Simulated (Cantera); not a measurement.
Charge: 1 mol C2F6, 0.022 mol HCl, 0.13 mol H2, at 10.0 mbar.

Method: chemical equilibrium by Gibbs-energy minimisation in Cantera with the NASA 1993 tables (ideal gas, pure condensed phases). Candidate condensed phases: C, C6H6, C7H8, C8H18; 118 gas species. The feed counts by its element totals alone. The tables' values for C2F4 are old estimates; treat these amounts as uncertain. Gases not in the tables: C2F6 and larger saturated fluorocarbons. The numbers say what is thermodynamically allowed, not how fast it happens.

x: gas mole fraction; n: condensed amount in mol.

```tsv
T (°C)	x CF4	x F	x CF2	x HF	x CF	x CF3	x Cl	n C(graphite)
1325	0.823	0.000282	0.00153	0.162	1.06e-7	0.000261	0.0116	0.569
1425	0.818	0.00115	0.00523	0.162	9.05e-7	0.000709	0.0121	0.566
1525	0.806	0.00398	0.0155	0.161	6.05e-6	0.00170	0.0123	0.558
1625	0.774	0.0120	0.0402	0.158	3.28e-5	0.00366	0.0121	0.538
1725	0.706	0.0321	0.0921	0.151	0.000148	0.00698	0.0117	[?]
1825	0.580	0.0760	0.184	0.138	0.000558	0.0115	0.0107	[?]
1925	0.390	0.157	0.308	0.118	0.00177	0.0153	0.00914	[?]
2025	0.189	0.279	0.411	0.0940	0.00462	0.0151	0.00732	0.142
2125	0.0598	0.419	0.419	0.0758	0.00985	0.0104	0.00591	0.143
2225	0.0136	0.547	0.345	0.0654	0.0178	0.00536	0.00510	[?]
2325	0.00262	0.652	0.250	0.0591	0.0285	0.00235	0.00461	[?]
```

Q: Complete the blanks.

A: 
- 1725, n C(graphite): 0.496
- 1825, n C(graphite): 0.415
- 1925, n C(graphite): 0.283
- 2225, n C(graphite): 0.352
- 2325, n C(graphite): 0.644
